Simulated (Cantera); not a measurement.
Input (Python, Cantera):

```python
import numpy as np
import cantera as ct

gas = ct.Solution("gri30.yaml")
gas.TPX = 1450, 41, {'C2H6': 1, 'N2': 9.5}
reactor = ct.IdealGasConstPressureReactor(gas, energy="off", clone=False)
net = ct.ReactorNet([reactor])
net.rtol, net.atol = 1e-08, 1e-18
show = ['C2H6', 'H2', 'CH3', 'C2H2', 'H']
times = np.geomspace(0.0002, 20, 9)

steps = ct.SolutionArray(gas, extra=["t"])
rows = []
print(f"{'t/s':>10s}{'T/K':>9s}{'P/Pa':>11s}" + "".join(f"{s:>11s}" for s in show))
for t in times:
    while net.time < t:
        t_next = net.step()
        steps.append(gas.state, t=t_next)
    rows.append([np.interp(t, steps.t, y) for y in (steps.T, steps.P, *steps(*show).X.T)])
    print(f"{t:10.3e}{rows[-1][0]:9.1f}{rows[-1][1]:11.4g}" + "".join(f"{x:11.3e}" for x in rows[-1][2:]))
rate = np.gradient(steps.T, steps.t)
print("integrator steps:", len(steps.t))
if steps.T.max() > steps.T[0] + 200:
    print(f"time of steepest temperature rise: {steps.t[rate.argmax()]:.4e} s")
gas.TPX = 1450, 41, {'C2H6': 1, 'N2': 9.5}
gas.equilibrate("TP")
print(f"equilibrium (TP): T = {gas.T:.1f} K  " + "  ".join(f"{s} {gas[s].X[0]:.3e}" for s in show))
```

Output:

```
       t/s      T/K       P/Pa       C2H6         H2        CH3       C2H2          H
 2.000e-04   1450.0         41  9.520e-02  2.784e-09  6.488e-05  4.207e-15  1.078e-08
 8.434e-04   1450.0         41  9.509e-02  1.192e-07  2.719e-04  1.174e-12  1.596e-07
 3.557e-03   1450.0         41  9.456e-02  1.287e-05  1.114e-03  5.480e-10  4.237e-06
 1.500e-02   1450.0         41  9.096e-02  1.035e-03  4.155e-03  1.399e-06  6.980e-05
 6.325e-02   1450.0         41  5.798e-02  1.970e-02  1.301e-02  9.186e-04  2.946e-04
 2.667e-01   1450.0         41  1.316e-03  7.501e-02  5.026e-03  2.800e-02  5.205e-04
 1.125e+00   1450.0         41  1.391e-05  1.017e-01  8.040e-04  5.195e-02  1.263e-04
 4.743e+00   1450.0         41  2.788e-06  1.133e-01  3.050e-04  6.265e-02  5.456e-05
 2.000e+01   1450.0         41  1.417e-06  1.191e-01  2.053e-04  6.692e-02  4.078e-05
integrator steps: 1138
equilibrium (TP): T = 1450.0 K  C2H6 1.039e-12  H2 1.599e-01  CH3 1.834e-07  C2H2 3.993e-02  H 1.880e-04
```

Detailed kinetics in Cantera: GRI-Mech 3.0 (53 species, 325 reactions). GRI-Mech 3.0 stops at C3 and has no aromatics, soot or wall deposition, so with more carbon than oxygen in the feed, carbon stays in small species such as C2H2 where larger ones or solid carbon would form. Radical loss at walls, strong at low pressure, is not modelled.
